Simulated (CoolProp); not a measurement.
Computed with CoolProp (reference Helmholtz-energy equation of state, Gao 2022).

**Question.** Give the vapour pressure (MPa), liquid density (kg/m³), vapour density (kg/m³), liquid cp (kJ/(kg K)) of saturated n-perfluorobutane at 4.65, 41.05 °C.

**Answer.** 
```json
[
 {"T (°C)": "4.65", "p (MPa)": "0.131", "liquid density (kg/m³)": "1570", "vapour density (kg/m³)": "14.4", "liquid cp (kJ/(kg K))": "1.11"},
 {"T (°C)": "41.05", "p (MPa)": "0.434", "liquid density (kg/m³)": "1430", "vapour density (kg/m³)": "46.0", "liquid cp (kJ/(kg K))": "1.18"}
]
```
